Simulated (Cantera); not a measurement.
Transport properties of process gases

Gas mixture: H2 = 0.84 (molar parts), at 0.340 bar, frozen composition.

Cantera's kinetic-theory transport with the Lennard-Jones parameters of GRI-Mech 3.0, ideal gas; thermal conductivity in the multicomponent form.

```tsv
T (K)	ρ (kg/m³)	cp (J/kg/K)	μ (µPa s)	λ (mW/m/K)	Pr	D (cm²/s) H2O	D (cm²/s) H	D (cm²/s) NH3
400	0.0206	14520	10.9	229	0.689	4.33	10.5	4.03
650	0.0127	14520	14.9	314	0.688	10.2	23.9	9.40
900	0.00916	14870	18.4	397	0.689	17.9	41.1	16.4
1150	0.00717	15270	21.5	477	0.689	27.1	61.7	24.7
1400	0.00589	15800	24.4	559	0.691	37.7	85.5	34.4
1650	0.00500	16320	27.2	641	0.692	49.6	112	45.2
1900	0.00434	16810	29.8	722	0.693	62.7	142	57.1
```
D: mixture-averaged diffusion coefficient of that species in the mixture.
